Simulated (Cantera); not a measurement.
Feed: 1 mol SiCl4, 81 mol N2, at 0.000220 bar.

Method: chemical equilibrium by Gibbs-energy minimisation in Cantera with the NASA 1993 tables (ideal gas, pure condensed phases). Candidate condensed phases: Si, Si3N4; 13 gas species. The tables' values for SiCl, SiN are old estimates; treat these amounts as uncertain. Equilibrium is a limit: real reactors are often held back by kinetics, nucleation or transport. All values below are at 2073 K.

Base state: N2 0.949, Cl 0.0394, Si 0.00761, SiCl2 0.00336, SiCl 0.000719, SiN 2.42e-5 (mole fractions); condensed: gas only.

**Question.** What changes in the equilibrium state with this change: 0.17 mol NH3 added?

**Answer.** 
```csv
species,before,after
N2,0.949,0.946
Cl,0.0394,0.0365
Si,0.00761,0.00794
HCl,0,0.00345
H,0,0.00219
H2,0,0.000153
SiCl2,0.00336,0.00300
SiN,2.42e-5,2.52e-5
SiCl,0.000719,0.000695
```
Further candidate phases: NH4Cl.

**Question.** What changes in the equilibrium state with this change: SiCl4 replaced by Si2Cl6?

**Answer.** 
```csv
species,before,after
N2,0.949,0.927
Cl,0.0394,0.0496
Si,0.00761,0.0126
SiCl2,0.00336,0.00878
SiCl,0.000719,0.00150
SiN,2.42e-5,3.95e-5
```
The feed counts by its element totals alone.
